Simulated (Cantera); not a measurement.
A perfectly stirred reactor is fed with 10.3 % H₂, 9.35 % O₂, 80.4 % N₂, at 27000 Pa; it is held at 975 K, and followed from long to short residence time.

Computed with Cantera and GRI-Mech 3.0 (53 species, 325 reactions). The temperature is held fixed by assumption; the heat of reaction is taken as removed at once.

**Question.** Predict: x(H₂) at τ = 6.60 s; x(O₂) at τ = 6.60 s; x(H₂O₂) at τ = 6.60 s; x(H₂O) at τ = 6.60 s; x(H₂) at τ = 32.0 ms; x(O₂) at τ = 32.0 ms; x(H₂O₂) at τ = 32.0 ms; x(H₂O) at τ = 32.0 ms.

**Answer.** 
```json
{
 "x(H₂) at τ = 6.60 s": "0.000378",
 "x(O₂) at τ = 6.60 s": "0.0445",
 "x(H₂O₂) at τ = 6.60 s": "9.38e-7",
 "x(H₂O) at τ = 6.60 s": "0.108",
 "x(H₂) at τ = 32.0 ms": "0.00555",
 "x(O₂) at τ = 32.0 ms": "0.0469",
 "x(H₂O₂) at τ = 32.0 ms": "9.94e-7",
 "x(H₂O) at τ = 32.0 ms": "0.102"
}
```
